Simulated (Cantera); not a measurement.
Charge: 1 mol PbO, 0.035 mol CO, 40 mol N2, held at 1002 °C and 180 Torr.

These are equilibrium values from Cantera (NASA tables, ideal gas, pure condensed phases), not measurements of a reactor. Candidate condensed phases: C, Pb, PbO, PbO2, Pb3O4; 27 gas species. Gases not in the tables: (PbO)n polymers. Kinetics and transport are ignored.

Base state: N2 0.997, PbO 0.00121, Pb 0.000885, CO2 0.000872 (mole fractions); condensed: PbO(l).

Question: What changes in the equilibrium state with this change: temperature from 1002 °C to 1250 °C?

Answer: 
| species | before | after |
|---|---|---|
| N2 | 0.997 | 0.973 |
| PbO | 0.00121 | 0.0193 |
| Pb | 0.000885 | 0.00505 |
| O2 | 5.32e-6 | 0.00202 |
| NO | 1.90e-6 | 0.000149 |
| CO2 | 0.000872 | 0.000851 |
| PbO(l), mol | 0.916 | 0 |
